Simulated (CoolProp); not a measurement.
The fluid at 298.15 K and 4.76 MPa is throttled through a valve to 1.94 MPa with no heat exchange. The same conditions are run with several fluids, on thermodynamics alone (safety and materials aside).

Computed with CoolProp (reference Helmholtz-energy equation of state of each fluid (sulfur dioxide: Gao 2016; R245ca: Zhou 2016; isobutane: Bücker 2006; n-nonane: Lemmon 2006; carbonyl sulfide: Lemmon 2006)).

Task: Rank sulfur dioxide, R245ca, isobutane, n-nonane, carbonyl sulfide by temperature change (K), highest first.

Result: n-nonane (+1.2), isobutane (+0.8), R245ca (+0.7), sulfur dioxide (+0.6), carbonyl sulfide (+0.3)

```
fluid             final density (kg/m³)
----------------  ---------------------
sulfur dioxide                     1370
R245ca                             1390
isobutane                           553
n-nonane                            715
carbonyl sulfide                    992
```
